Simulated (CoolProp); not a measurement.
Ethylene at several states: density (kg/m³) from the reference equation and from simpler models built on Tc = 282.4 K, pc = 5042 kPa, ω = 0.087; each cubic takes its own stable root.

Computed with CoolProp (reference Helmholtz-energy equation of state, Smukala 2000).

| T (K) | p (kPa) | phase | reference |
|---|---|---|---|
| 152.3 | 7270 | liquid | 597.2 |
| 288.2 | 10.5 | gas | 0.1230 |
| 308.6 | 189 | gas | 2.087 |
| 133.7 | 227 | liquid | 616.5 |
| 369.2 | 243 | gas | 2.236 |

Problem. How far does each simpler model (Redlich-Kwong, Soave-Redlich-Kwong, Peng-Robinson) lie from the reference over these 5 states: mean and median of the absolute difference, and the worst?

Solution. 
- Redlich-Kwong: mean 1.3 %, median 0.0 %, worst -3.3 % at 133.7 K and 227 kPa
- Soave-Redlich-Kwong: mean 1.4 %, median 0.0 %, worst -3.7 % at 133.7 K and 227 kPa
- Peng-Robinson: mean 3.5 %, median 0.1 %, worst +8.8 % at 152.3 K and 7270 kPa
